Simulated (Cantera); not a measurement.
Input (Python, Cantera) and output of one run.

```python
import numpy as np
import cantera as ct

gas_names = """
    H H2 N NH NH2 NH3 N2 N2H2 N2H4 Zr ZrN
""".split()
cond_names = """
    Zr(a) Zr(b) Zr(L) ZrN(s) ZrN(L)
""".split()


def load(file, names, dense=False):
    # The tables refer to 1 bar. Condensed volumes are neglected.
    table = {s.name: s for s in ct.Species.list_from_file(file)}
    out = []
    for n in names:
        d = dict(table[n].input_data)
        d["thermo"] = dict(d["thermo"], **{"reference-pressure": 1e5})
        if dense:
            d["equation-of-state"] = {"model": "constant-volume", "density": "1e6 g/cm^3"}
        out.append(ct.Species.from_dict(d))
    return out


gas = ct.Solution(thermo="ideal-gas", species=load("nasa_gas.yaml", gas_names))
cond = {s.name: ct.Solution(thermo="fixed-stoichiometry", species=[s], name=s.name)
        for s in load("nasa_condensed.yaml", cond_names, dense=True)}
atoms = {
    'Zr': {'Zr': 1},
    'NH3': {'N': 1, 'H': 3},
    'H2': {'H': 2},
}
top_T = {}  # K; cautious upper limits of use, not melting points


def equilibrate(T, P, feed):
    n = {}
    for name, mol in feed.items():
        for a, k in atoms[name].items():
            n[a] = n.get(a, 0.0) + k * mol
    gas.TPX = T, P, n
    mass = sum(n.values()) * gas.mean_molecular_weight
    gas.equilibrate("TP")
    valid = [c for c in cond.values() if c.min_temp <= T <= top_T.get(c.name, c.max_temp)]
    mix = ct.Mixture([(gas, mass / gas.mean_molecular_weight)] + [(c, 0.0) for c in valid])
    mix.T, mix.P = T, P
    mix.equilibrate("TP", solver="vcs", rtol=1e-11, max_steps=5000)
    return mix


results = []
feed = {'Zr': 1, 'NH3': 0.78, 'H2': 2.1}  # mol
T = 1748  # K
P = 10000  # Pa
mix = equilibrate(T, P, feed)
results.append((T, P, feed, dict(zip(mix.species_names, mix.species_moles))))
print(gas.report(threshold=1e-05))
for i in range(1, mix.n_phases):
    print(f"{mix.phase(i).name:16s} {mix.phase_moles(i):12.5e} mol")
```

It prints:

```
       temperature   1748 K
          pressure   10000 Pa
           density   0.0013866 kg/m^3
  mean mol. weight   2.0153 kg/kmol
   phase of matter   gas

                          1 kg             1 kmol
                     ---------------   ---------------
          enthalpy        2.2144e+07        4.4625e+07  J
   internal energy        1.4932e+07        3.0092e+07  J
           entropy        1.0077e+05        2.0309e+05  J/K
    Gibbs function       -1.5401e+08       -3.1037e+08  J
 heat capacity c_p             16524             33301  J/K
 heat capacity c_v             12399             24987  J/K

                      mass frac. Y      mole frac. X     chem. pot. / RT
                     ---------------   ---------------   ---------------
                 H        0.00036126        0.00072226           -10.682
                H2           0.99964           0.99928           -21.363
     [   +9 minor]        6.1522e-09        1.4686e-10

Zr(b)             2.20000e-01 mol
ZrN(s)            7.80000e-01 mol
```

Cantera equilibrium calculation (NASA polynomials, part measured and part estimated; ideal gas, pure solids and liquids). Mutual solubility and eutectic melting of coexisting phases are not modelled. ZrN: taken at fixed stoichiometry. Condensed phases not in the tables: N, O or C dissolved in the metal.
